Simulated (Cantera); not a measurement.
A jet of 8.01 % CH4, 13.8 % O2, 78.1 % N2 at 300 K and 0.0484 atm hits a platinum plate 3.5 cm away at a mass flux of 0.12 kg/m²/s; the plate temperature is set and raised in steps from an oxygen-covered start.

Cantera simulation using Deutschmann's 1995 Pt surface mechanism with GRI-Mech 3.0 gas chemistry; the numbers are that mechanism's predictions, not measurements. Catalytic surfaces can have several steady states; this one follows from the mechanism file's or the stated starting coverage.

x: mole fraction at the wall; θ: surface coverage.

| plate T (K) | wall x CH4 | wall x O2 | wall x H2O | wall x OH | wall x CO | wall x CO2 | θ free Pt | θ O* | θ OH* | θ CO* |
|---|---|---|---|---|---|---|---|---|---|---|
| 900 | 0.0636 | 0.103 | 0.0313 | 4.20e-8 | 2.71e-5 | 0.0206 | 0.247 | 0.752 | 0.00113 | 2.77e-5 |
| 950 | 0.0528 | 0.0796 | 0.0514 | 1.38e-7 | 3.27e-5 | 0.0339 | 0.337 | 0.662 | 0.00130 | 2.49e-5 |
| 1000 | 0.0415 | 0.0555 | 0.0723 | 3.91e-7 | 3.77e-5 | 0.0479 | 0.440 | 0.558 | 0.00134 | 2.16e-5 |
| 1050 | 0.0305 | 0.0323 | 0.0924 | 9.15e-7 | 4.37e-5 | 0.0615 | 0.568 | 0.431 | 0.00128 | 1.97e-5 |
| 1100 | 0.0121 | 0.00745 | 0.124 | (withheld) | 0.0266 | 0.0525 | 0.981 | (withheld) | 4.05e-5 | (withheld) |
| 1150 | 0.0122 | 0.00766 | 0.123 | 1.14e-7 | 0.0260 | 0.0531 | 0.990 | 0.000270 | 3.76e-5 | 0.00973 |
| 1200 | 0.0124 | 0.00792 | 0.122 | (withheld) | 0.0248 | 0.0542 | 0.994 | (withheld) | 3.58e-5 | (withheld) |

### Question
Fill in the missing entries.

### Answer

- 1100, wall x OH: 4.84e-8
- 1100, θ O*: 0.000234
- 1100, θ CO*: 0.0182
- 1200, wall x OH: 2.54e-7
- 1200, θ O*: 0.000321
- 1200, θ CO*: 0.00531
